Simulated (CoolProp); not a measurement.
Ethane at 426.86 K and 19 MPa is throttled through a valve to 8.87 MPa with no heat exchange. Each further row changes one setting.

Values from CoolProp's reference Helmholtz-energy equation of state, Bücker 2006.

```json
[
 {"case": "as stated", "temperature change (K)": "-31.3", "final phase": "supercritical", "final density (kg/m³)": "111"},
 {"case": "outlet pressure 2.66 MPa", "temperature change (K)": "-69.3", "final phase": "gas", "final density (kg/m³)": "30.5"},
 {"case": "outlet pressure 11.5 MPa", "temperature change (K)": "-19.9", "final phase": "supercritical", "final density (kg/m³)": "144"}
]
```
